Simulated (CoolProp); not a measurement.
Vapour pressure (kPa) of the fluoroketone C6F12O (FK-5-1-12): the reference equation beside estimates from Tc = 168.7 °C, pc = 1869 kPa, ω = 0.471. Clausius-Clapeyron is anchored at 37.35 °C with a constant enthalpy of vaporisation of 28.88 kJ/mol.

Values from CoolProp's reference Helmholtz-energy equation of state, McLinden 2015.

```csv
T (°C),reference,Lee-Kesler,Clausius-Clapeyron,van der Waals
3.05,14.60,14.60,16.51,205.0
9.95,20.54,20.54,22.43,234.9
16.75,28.19,28.18,29.91,267.1
23.65,38.16,38.14,[?],302.7
30.55,50.77,50.76,51.56,341.3
37.35,66.23,66.24,66.23,382.3
44.25,85.50,85.54,84.46,427.1
51.15,108.9,109.0,106.6,475.2
57.95,136.6,136.7,132.8,525.9
64.85,170.0,170.1,164.5,580.8
71.75,209.3,209.5,202.1,639.2
78.55,254.6,254.7,[?],700.2
85.45,307.8,307.8,296.9,765.8
92.35,369.0,369.0,[?],835.2
99.25,439.1,438.9,425.1,908.4
```

Task: Fill in the missing entries.

Result: 
- 23.65, Clausius-Clapeyron: 39.52
- 78.55, Clausius-Clapeyron: 245.5
- 92.35, Clausius-Clapeyron: 356.5

Absolute difference from the reference over all 15 rows, mean and median: Lee-Kesler 0.0 and 0.0 %, Clausius-Clapeyron 4.0 and 3.4 %, van der Waals 464.2 and 336.4 %.
